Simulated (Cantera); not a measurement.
Input (Python, Cantera) and output of one run.

```python
import numpy as np
import cantera as ct

gas_names = """
    Br Br2 H HBr H2 Si SiBr SiBr2 SiBr3 SiBr4 SiH SiHBr3 SiH2 SiH2Br2 SiH3 SiH3Br SiH4 Si2 Si3
""".split()
cond_names = """
    Br2(cr) Br2(L) Si(cr) Si(L)
""".split()


# ... load() reads the species with a 1 bar reference pressure and builds the phases ...
atoms = {
    'Si': {'Si': 1},
    'Br2': {'Br': 2},
    'H2': {'H': 2},
}
top_T = {}  # K; cautious upper limits of use, not melting points


# ... equilibrate(T, P, feed) seeds the gas with the atoms and calls Mixture.equilibrate('TP', solver="vcs", rtol=1e-11, max_steps=5000) ...
results = []
T = 898.15  # K
P = 75  # Pa
for m in [0.73, 1.3, 1.9, 2.5, 3.1, 3.7, 4.3, 4.9]:
    feed = {'Si': 1, 'Br2': m, 'H2': 0.21}  # mol
    mix = equilibrate(T, P, feed)
    results.append((T, P, feed, dict(zip(mix.species_names, mix.species_moles))))

top = {s: max(r[3][s] / sum(r[3][g] for g in gas_names) for r in results) for s in gas_names}
cols = sorted((s for s in top if top[s] > 1e-05), key=lambda s: -top[s])[:5]
seen = [c for c in cond_names if any(r[3].get(c, 0) > 1e-12 for r in results)]
print("log10 of partial pressures in bar; condensed amounts in mol")
print(f"{'n(Br2)':>10s}" + "".join(f"{s[:9]:>10s}" for s in cols + seen))
for T, P, feed, n in results:
    ng = sum(n[g] for g in gas_names)
    print(f"{feed['Br2']:10.4g}" + "".join(f"{np.log10(max(n[s] / ng * P / 1e5, 1e-99)):10.3f}" for s in cols)
          + "".join(f"{n.get(c, 0):10.4g}" for c in seen))
```

Result:

```
log10 of partial pressures in bar; condensed amounts in mol
    n(Br2)     SiBr4       Br2        H2       HBr        Br    Si(cr)
      0.73    -3.345   -12.209    -3.605    -4.415    -8.926    0.6393
       1.3    -3.265   -12.169    -3.790    -4.487    -8.906    0.3545
       1.9    -3.228   -12.151    -3.928    -4.547    -8.897   0.05436
       2.5    -3.363    -3.929   -10.535    -3.739    -4.786         0
       3.1    -3.496    -3.566   -11.164    -3.873    -4.604         0
       3.7    -3.597    -3.441   -11.492    -3.974    -4.542         0
       4.3    -3.679    -3.375   -11.722    -4.056    -4.509         0
       4.9    -3.748    -3.333   -11.902    -4.125    -4.488         0
```

Equilibrium computed with Cantera from the NASA thermochemical tables; the gas is ideal and each condensed phase is pure. The tables' values for SiBr3 are old estimates; treat these amounts as uncertain.
